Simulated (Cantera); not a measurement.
## Low-pressure radical oxidation in H2/O2

An isothermal, constant-pressure homogeneous reactor starts with H₂ : O₂ = 0.11 : 1 (molar parts), equivalence ratio 0.055, at 1175 K and 12.8 Torr.

Computed with Cantera and GRI-Mech 3.0 (53 species, 325 reactions). Radical loss at walls, strong at low pressure, is not modelled. The temperature is held fixed by assumption; the heat of reaction is taken as removed at once.

```csv
t (s),x H₂,x O₂,x H₂O₂,x H₂O,x OH,x HO₂
7.00e-5,0.0991,0.901,1.29e-12,1.84e-9,1.89e-9,4.53e-9
0.000219,0.0991,0.901,1.26e-11,4.89e-8,2.04e-8,1.43e-8
0.000682,0.0991,0.901,1.67e-10,1.85e-5,6.06e-6,1.11e-7
0.00213,0.00417,0.839,2.63e-7,0.0793,0.00634,7.94e-6
0.00665,0.00205,0.855,2.21e-7,0.0899,0.00469,7.65e-6
0.0208,0.000779,0.882,2.38e-7,0.0996,0.00290,6.32e-6
0.0648,0.000118,0.893,1.65e-7,0.103,0.00113,2.89e-6
0.202,1.32e-5,0.895,6.80e-8,0.104,0.000381,6.79e-7
0.632,1.87e-6,0.896,2.26e-8,0.104,0.000145,1.34e-7
1.97,3.58e-7,0.896,7.21e-9,0.104,6.42e-5,3.11e-8
6.16,8.53e-8,0.896,2.30e-9,0.104,3.15e-5,1.06e-8
19.2,2.37e-8,0.896,7.60e-10,0.104,1.67e-5,7.73e-9
60.0,8.69e-9,0.896,3.18e-10,0.104,1.01e-5,9.81e-9
```
x: mole fraction; the columns are a selection and need not sum to one.

Equilibrium at this temperature and pressure: H₂ 6.36e-9, O₂ 0.896, H₂O₂ 2.45e-10, H₂O 0.104, OH 8.63e-6, HO₂ 1.10e-8 (gas phase only).
